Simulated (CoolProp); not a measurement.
Propylene glycol along the isotherm 346.85 °C: fugacity coefficient from the reference equation and from simpler models built on Tc = 400.8 °C, pc = 7.292 MPa, ω = 0.327; each cubic takes its own stable root.

Model: reference Helmholtz-energy equation of state, Eisenbach 2021, in CoolProp.

```tsv
p (MPa)	phase	reference
6.63	liquid	0.4195
13.3	liquid	0.2407
19.9	liquid	0.1841
26.5	liquid	0.1576
33.1	liquid	0.1436
39.8	liquid	0.1358
46.4	liquid	0.1319
53	liquid	0.1306
59.7	liquid	0.1312
66.3	liquid	0.1332
72.9	liquid	0.1365
```

Problem. How far does each simpler model (van der Waals, Redlich-Kwong) lie from the reference over these 11 states: mean and median of the absolute difference, and the worst?

Solution. 
- van der Waals: mean 87.3 %, median 87.3 %, worst +129.5 % at 346.85 °C and 72.9 MPa
- Redlich-Kwong: mean 30.0 %, median 30.9 %, worst +31.2 % at 346.85 °C and 59.7 MPa
